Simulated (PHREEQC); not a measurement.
# Ultrapure water in contact with air or piping: speciation

A made-up water analysis in mg/L, 25 °C, pH 6.67, pe 9: Na 0.0407; K 7.14e-05; Ca 0.0504; Mg 0.0102; Cl 0.096; S(6) as SO4 0.0748; Alkalinity as HCO3 0.0499; Ba 0.000284; Pb 0.000547; Sr 0.00136; Zn 5.77e-05.

Cl is adjusted to close the charge balance.
Valence states are taken as typed.

All values are PHREEQC results (ion-association model, wateq4f.dat), not measurements.

Each row changes one thing in this solution. This is a speciation only: nothing precipitates in the calculation.

```tsv
case	HCO3- (mol/kgw)	CO2 (mol/kgw)	Pb+2 (mol/kgw)	CO3-2 (mol/kgw)	PbOH+ (mol/kgw)	CaSO4 (mol/kgw)	SI of Pb(OH)2 (Pb(OH)2)	SI of Anglesite (PbSO4)
as made	9.85e-7	4.72e-7	2.41e-9	2.18e-10	2.18e-10	1.90e-10	-3.43	-6.95
pH from 6.67 to 7.67 at the same alkalinity	…	1.76e-8	1.36e-9	8.11e-10	1.23e-9	1.90e-10	…	-7.19
all concentrations times 3 at the same typed pH	2.62e-6	1.25e-6	7.17e-9	…	6.44e-10	1.67e-9	-2.96	…
temperature from 25 to 75 °C at the same typed pH	1.16e-7	5.17e-8	2.42e-9	4.10e-11	2.18e-10	2.83e-10	-1.96	-7.17
Pb from 0.000547 to 0.00109 mg/L	9.84e-7	4.72e-7	4.80e-9	2.18e-10	4.34e-10	1.90e-10	-3.13	-6.65
```

Question: What belongs in the gaps?

Answer: 
- pH from 6.67 to 7.67 at the same alkalinity, HCO3- (mol/kgw): 3.66e-7
- pH from 6.67 to 7.67 at the same alkalinity, SI of Pb(OH)2 (Pb(OH)2): -1.68
- all concentrations times 3 at the same typed pH, CO3-2 (mol/kgw): 5.85e-10
- all concentrations times 3 at the same typed pH, SI of Anglesite (PbSO4): -6.01

At this temperature some constants are extrapolated from 25 °C, and those without enthalpy data are left unchanged.
